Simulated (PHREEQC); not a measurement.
Dissolve 7.6 mmol/kgw CsOH and 24 mmol/kgw Na2CO3 at 5 °C. Closed to the air; pH follows from the charge balance.

Equilibrium calculation in PHREEQC: ion-association model, wateq4f.dat.

Problem. The ionic strength comes out as 0.0742 mol/kgw. What activity coefficients do NaCO3-, Na+, Cs+, HCO3-, CO3-2 get?

Solution. NaCO3- 0.81, Na+ 0.81, Cs+ 0.80, HCO3- 0.81, CO3-2 0.43.

Precipitation was switched off in this run. Complexes and solids missing from the database can't appear. Away from 25 °C the constants follow the database's enthalpies or fits; those with neither stay at their 25 °C values.
